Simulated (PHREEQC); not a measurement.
Solution (25 °C): 0.21 mol HF and 0.099 mol (CH3)4NF per kg of water. Closed to the air; pH follows from the charge balance.

Model: ion-association model, phreeqc.dat, run in PHREEQC.

```
Quantity                  Result
-----------------  -------------
pH                          2.62
ionic strength     0.102 mol/kgw
activity of water          0.994
total alkalinity     -210 meq/kg
```

| species | molality | activity | log γ |
|---|---|---|---|
| HF | 0.167 | 0.171 | 0.010 |
| (CH3)4N+ | 0.0990 | 0.0760 | -0.115 |
| F- | 0.0621 | 0.0472 | -0.119 |
| HF2- | 0.0398 | 0.0310 | -0.108 |
| H+ | 0.00293 | 0.00242 | -0.084 |

Precipitation was switched off in this run. (CH3)4N+ isn't in the database: it is added as a free cation with an ion size of 4 Å.
